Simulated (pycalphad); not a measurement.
An equivalent pycalphad script:

```python
from pycalphad import Database, equilibrium, calculate, variables as v
import numpy as np
db = Database('COST507.tdb')
comps = ['AL', 'SI', 'VA']
phases = ['DIAMOND_A4', 'FCC_A1', 'LIQUID']
eq = equilibrium(db, comps, phases, {v.X('SI'): 0.889, v.T: np.arange(2350, 499, -100), v.P: 101325, v.N: 1}, output=['HM', 'SM'])
```

All values are pycalphad results on the COST 507 light-alloy database (1999) (1 atm), not direct measurements. The data set is of 1999 and partly superseded. Phase fractions are per mole of atoms.

Results at three of the temperatures:

```
T = 2150.00 K, P = 101325 Pa, N = 1 mol of atoms
G = -123050 J/mol, H = 94646 J/mol, S = 101.25 J/(mol K)  (SER reference)
chemical potentials (J/mol): Al -192708, Si -114353
phase             fraction      x(Al)      x(Si)
LIQUID              1.0000     0.1110     0.8890
```

```
T = 1950.00 K, P = 101325 Pa, N = 1 mol of atoms
G = -103066 J/mol, H = 89106 J/mol, S = 98.55 J/(mol K)  (SER reference)
chemical potentials (J/mol): Al -169457, Si -94776
phase             fraction      x(Al)      x(Si)
LIQUID              1.0000     0.1110     0.8890
```

```
T = 550.00 K, P = 101325 Pa, N = 1 mol of atoms
G = -12793 J/mol, H = 5723 J/mol, S = 33.67 J/(mol K)  (SER reference)
chemical potentials (J/mol): Al -17723, Si -12177
phase             fraction      x(Al)      x(Si)
DIAMOND_A4          0.8890   1.45e-10     1.0000
FCC_A1              0.1110     0.9996   0.000374
```

Changes of the phase set, refined by bisection:

```tsv
T (°C)	phases above	phases below
1359.3	liquid	diamond (Si) + liquid
577.0	diamond (Si) + liquid	diamond (Si) + fcc
```

FCC_A1 is fcc; DIAMOND_A4 is diamond (Si).
